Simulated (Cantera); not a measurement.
Mixture: CH4 : CO : O2 : N2 = 1 : 1.4 : 3.51 : 13.2 (molar parts), equivalence ratio 0.77, at 500000 Pa, adiabatic and at constant volume. Ignition delay is the time to a rise of 400 K.

Detailed kinetics in Cantera: GRI-Mech 3.0 (53 species, 325 reactions).

Problem. What does this change do: CH4 1 to 2.2 parts?

Solution. 
```csv
quantity,before,after
delay at 1275 K,4.03 ms,6.59 ms
delay at 1425 K,0.623 ms,0.992 ms
delay at 1575 K,0.136 ms,0.196 ms
delay at 1725 K,41.2 µs,51.0 µs
apparent activation energy between 1650 and 1800 K,180 kJ/mol,200 kJ/mol
```
